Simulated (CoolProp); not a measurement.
R1233zd(E) along the isotherm 272.4 K: Z from the reference equation and from simpler models built on Tc = 438.9 K, pc = 3583 kPa, ω = 0.304; each cubic takes its own stable root.

The numbers come from the reference Helmholtz-energy equation of state, Akasaka 2022 in CoolProp.

| p (kPa) | phase | reference |
|---|---|---|
| 28.3 | gas | 0.9859 |
| 50.4 | liquid | 0.002195 |
| 89.6 | liquid | 0.003902 |
| 159 | liquid | 0.006923 |
| 283 | liquid | 0.01232 |
| 504 | liquid | 0.02193 |
| 896 | liquid | 0.03896 |
| 1590 | liquid | 0.06906 |
| 2830 | liquid | 0.1227 |
| 5040 | liquid | 0.2177 |
| 8960 | liquid | 0.3847 |

Task: How far does each simpler model (van der Waals, Redlich-Kwong, Peng-Robinson) lie from the reference over these 11 states: mean and median of the absolute difference, and the worst?

Result: 
- van der Waals: mean 8307.0 %, median 69.5 %, worst +44879.5 % at 272.4 K and 50.4 kPa
- Redlich-Kwong: mean 6313.2 %, median 15.6 %, worst +44633.5 % at 272.4 K and 50.4 kPa
- Peng-Robinson: mean 1.4 %, median 1.5 %, worst -1.8 % at 272.4 K and 8960 kPa

At some of these states van der Waals, Redlich-Kwong gives the other phase, because its saturation line lies elsewhere.
